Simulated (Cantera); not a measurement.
A perfectly stirred reactor is fed with 1.81 % CH4, 0.0939 % C2H6, 1.48 % C3H8, 19.9 % O2, 74.8 % N2, 1.99 % H2O, at 750 Torr; it is adiabatic with a 425 K inlet, and is followed from long to short residence time, starting on the burning branch (τ in s: 0.028, 0.014, 0.0076, 0.004, 0.0021, 0.0011, 0.00056, 0.0003, 0.00015, 8.1e-05, 4.2e-05, 2.2e-05, 1.2e-05).

Model: GRI-Mech 3.0 (53 species, 325 reactions), integrated in Cantera. GRI-Mech 3.0 was tuned for natural gas; its chemistry of propane as a main component is partial and can be far from experiment.

x: mole fraction; the columns are a selection and need not sum to one.

```json
[
 {"τ (s)": "0.028", "T (K)": "1692", "x CH4": "9.35e-6", "x C2H6": "1.23e-7", "x C3H8": "1.98e-6", "x CO": "0.000841", "x HO2": "4.06e-6", "x CH2CO": "3.72e-6", "x H2": "0.000211"},
 {"τ (s)": "0.014", "T (K)": "1685", "x CH4": "?", "x C2H6": "?", "x C3H8": "?", "x CO": "?", "x HO2": "?", "x CH2CO": "?", "x H2": "?"},
 {"τ (s)": "0.0076", "T (K)": "1675", "x CH4": "2.17e-5", "x C2H6": "2.90e-7", "x C3H8": "4.62e-6", "x CO": "0.00198", "x HO2": "8.65e-6", "x CH2CO": "8.17e-6", "x H2": "0.000468"},
 {"τ (s)": "0.0040", "T (K)": "1661", "x CH4": "3.36e-5", "x C2H6": "4.48e-7", "x C3H8": "7.02e-6", "x CO": "0.00301", "x HO2": "1.24e-5", "x CH2CO": "1.18e-5", "x H2": "0.000680"},
 {"τ (s)": "0.0021", "T (K)": "1641", "x CH4": "5.36e-5", "x C2H6": "7.11e-7", "x C3H8": "1.09e-5", "x CO": "0.00458", "x HO2": "1.76e-5", "x CH2CO": "1.70e-5", "x H2": "0.000968"},
 {"τ (s)": "0.0011", "T (K)": "1612", "x CH4": "9.04e-5", "x C2H6": "1.19e-6", "x C3H8": "1.76e-5", "x CO": "0.00703", "x HO2": "2.50e-5", "x CH2CO": "2.47e-5", "x H2": "0.00135"},
 {"τ (s)": "0.00056", "T (K)": "1566", "x CH4": "?", "x C2H6": "?", "x C3H8": "?", "x CO": "?", "x HO2": "?", "x CH2CO": "?", "x H2": "?"},
 {"τ (s)": "0.00030", "T (K)": "1492", "x CH4": "0.000427", "x C2H6": "5.54e-6", "x C3H8": "7.49e-5", "x CO": "0.0189", "x HO2": "6.30e-5", "x CH2CO": "7.27e-5", "x H2": "0.00261"},
 {"τ (s)": "0.00015", "T (K)": "425", "x CH4": "0.0181", "x C2H6": "0.000939", "x C3H8": "0.0148", "x CO": "<1e-12", "x HO2": "<1e-12", "x CH2CO": "<1e-12", "x H2": "<1e-12"},
 {"τ (s)": "8.1e-5", "T (K)": "425", "x CH4": "0.0181", "x C2H6": "0.000939", "x C3H8": "0.0148", "x CO": "<1e-12", "x HO2": "<1e-12", "x CH2CO": "<1e-12", "x H2": "<1e-12"},
 {"τ (s)": "4.2e-5", "T (K)": "425", "x CH4": "0.0181", "x C2H6": "0.000939", "x C3H8": "0.0148", "x CO": "<1e-12", "x HO2": "<1e-12", "x CH2CO": "<1e-12", "x H2": "<1e-12"},
 {"τ (s)": "2.2e-5", "T (K)": "425", "x CH4": "0.0181", "x C2H6": "0.000939", "x C3H8": "0.0148", "x CO": "<1e-12", "x HO2": "<1e-12", "x CH2CO": "<1e-12", "x H2": "<1e-12"},
 {"τ (s)": "1.2e-5", "T (K)": "425", "x CH4": "0.0181", "x C2H6": "0.000939", "x C3H8": "0.0148", "x CO": "<1e-12", "x HO2": "<1e-12", "x CH2CO": "<1e-12", "x H2": "<1e-12"}
]
```

Problem. Fill in the missing entries.

Solution. 
- 0.014, x CH4: 1.45e-5
- 0.014, x C2H6: 1.94e-7
- 0.014, x C3H8: 3.11e-6
- 0.014, x CO: 0.00133
- 0.014, x HO2: 6.09e-6
- 0.014, x CH2CO: 5.69e-6
- 0.014, x H2: 0.000324
- 0.00056, x CH4: 0.000174
- 0.00056, x C2H6: 2.26e-6
- 0.00056, x C3H8: 3.23e-5
- 0.00056, x CO: 0.0113
- 0.00056, x HO2: 3.73e-5
- 0.00056, x CH2CO: 3.85e-5
- 0.00056, x H2: 0.00186
